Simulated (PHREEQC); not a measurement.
Solution (70 °C): 0.06 mol NaOH per kg of water. Closed to the air; pH follows from the charge balance.

All values are PHREEQC results (ion-association model, wateq4f.dat), not measurements.

```csv
quantity,before,after
pH,11.48,4.66
ionic strength (mol/kgw),0.0600,0.132
```

Q: What was changed between the two runs?
(A) temperature from 70 to 20 °C
(B) 0.074 mol/kgw NaBF4 added
(C) 0.002 mol/kgw CO2 added
(D) NaOH from 0.06 to 0.066 mol/kgw

A: B, 0.074 mol/kgw NaBF4 added

No solid was allowed to form. Away from 25 °C the constants follow the database's enthalpies or fits; those with neither stay at their 25 °C values. Real BF4- forms and hydrolyses slowly; the run takes it at equilibrium.
